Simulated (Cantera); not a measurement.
A closed system holds: 1 mol MgO, 16 mol CO, 0.16 mol H₂, equilibrated at 848.15 K and 190000 Pa.

These are equilibrium values from Cantera (NASA tables, ideal gas, pure condensed phases), not measurements of a reactor. Candidate condensed phases: C, C₆H₆, C₇H₈, C₈H₁₈, H₂O, Mg, MgCO₃, MgO, Mg(OH)₂; 116 gas species. The numbers say what is thermodynamically allowed, not how fast it happens.

Base state: CO₂ 0.842, CO 0.140, H₂O 0.0121, H₂ 0.00619, CH₄ 4.65e-5 (mole fractions); condensed: C(graphite) + MgO(s).

Problem. What changes in the equilibrium state with this change: temperature from 848.15 K to 2348.15 K?

Solution. 
| species | before | after |
|---|---|---|
| CO | 0.140 | 0.971 |
| Mg | <1e-9 | 0.00979 |
| CO₂ | 0.842 | 0.00932 |
| H₂O | 0.0121 | 0.000489 |
| H | <1e-9 | 0.000844 |
| CH₄ | 4.65e-5 | <1e-9 |
| C(graphite), mol | 7.44 | 0 |
| MgO(s), mol | 1.00 | 0.839 |
The tables' values for MgH are old estimates; treat these amounts as uncertain.
